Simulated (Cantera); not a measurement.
## Thermodynamics of carbon deposition, reforming and gasification, feed n-butane + NH₃ + N₂

Charge: 1 mol n-butane, 0.045 mol NH₃, 0.18 mol N₂, equilibrated at 2948.15 K and 1 atm.

Cantera equilibrium calculation (NASA polynomials, part measured and part estimated; ideal gas, pure solids and liquids). Candidate condensed phases: C, C₆H₆, C₇H₈, C₈H₁₈; 92 gas species. Rates play no part.

```json
{
 "x(H₂)": "0.787",
 "x(H)": "0.118",
 "x(C₂H₂ (acetylene))": "0.0420",
 "x(HCN)": "0.0239",
 "x(N₂)": "0.0218",
 "x(HNC)": "0.00433",
 "x(C₂H)": "0.00101",
 "x(C₄H₂)": "0.000935",
 "x(CN)": "0.000353",
 "n(C(graphite))": "3.33 mol",
 "gas_amount": "5.606 mol"
}
```
